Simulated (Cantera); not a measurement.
Charge: 1 mol SiO₂, 33 mol HF, a varied amount of H₂, held at 1723 K and 0.00150 bar.

Method: chemical equilibrium by Gibbs-energy minimisation in Cantera with the NASA 1993 tables (ideal gas, pure condensed phases). Candidate condensed phases: H₂O, Si, SiO₂; 38 gas species. The tables' values for SiF₃, SiF₂ are old estimates; treat these amounts as uncertain. The tables hold silica as quartz up to 1696 K and as liquid above; real silica turns to tridymite and cristobalite and melts near 1996 K. Rates play no part.

At 4.9 mol H₂, list the 4 most abundant gas species with their mole fractions, and the condensed phases.

HF 0.824, H₂ 0.128, H₂O 0.0303, SiF₄ 0.0138. Condensed: SiO₂(condensed).
